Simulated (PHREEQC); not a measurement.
## Buffer

Make-up at 25 °C: 0.0081 mol/kgw NaHCO3, 7.9e-05 mol/kgw Na2SO4 and 0.26 mol/kgw LiCl. Closed to the air; pH follows from the charge balance.

Model: ion-association model, phreeqc.dat, run in PHREEQC.

This is a speciation only: nothing precipitates in the calculation.

Problem. Estimate the pH.

Solution. pH 8.04.

Problem. In which forms is C present?

Solution. HCO3- 97 %, CO2 1.4 %, CO3-2 1.3 % of the C.
